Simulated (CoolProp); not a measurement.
Model: reference Helmholtz-energy equation of state, Schroeder 2014, in CoolProp.

Question: Give the vapour pressure (kPa), liquid density (kg/m³), vapour density (kg/m³), liquid viscosity (µPa s) of saturated ethanol at 386.3, 409.9, 417.8 K.

Answer: 
```
T (K)  p (kPa)  liquid density (kg/m³)  vapour density (kg/m³)  liquid viscosity (µPa s)
-----  -------  ----------------------  ----------------------  ------------------------
386.3      346                     699                    5.34                       272
409.9      693                     669                    10.6                       201
417.8      856                     657                    13.0                       182
```

Viscosity comes from a separate model (Kiselev 2005).
